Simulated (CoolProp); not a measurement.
The fluoroketone C6F12O (FK-5-1-12) along the isobar 52.8 bar: fugacity coefficient from the reference equation and from simpler models built on Tc = 168.7 °C, pc = 18.69 bar, ω = 0.471; each cubic takes its own stable root.

The numbers come from the reference Helmholtz-energy equation of state, McLinden 2015 in CoolProp.

| T (°C) | phase | reference |
|---|---|---|
| 145.95 | liquid | 0.2298 |
| 157.45 | liquid | 0.2691 |
| 169.05 | supercritical | 0.3108 |
| 180.65 | supercritical | 0.3538 |
| 192.15 | supercritical | 0.3971 |
| 203.75 | supercritical | 0.4405 |
| 215.25 | supercritical | 0.4825 |
| 226.85 | supercritical | 0.5232 |

**Question.** How far does each simpler model (Redlich-Kwong, Soave-Redlich-Kwong, Peng-Robinson) lie from the reference over these 8 states: mean and median of the absolute difference, and the worst?

**Answer.** 
- Redlich-Kwong: mean 6.3 %, median 5.6 %, worst +16.2 % at 145.95 °C and 52.8 bar
- Soave-Redlich-Kwong: mean 6.4 %, median 6.5 %, worst +6.6 % at 169.05 °C and 52.8 bar
- Peng-Robinson: mean 0.6 %, median 0.5 %, worst -0.8 % at 226.85 °C and 52.8 bar
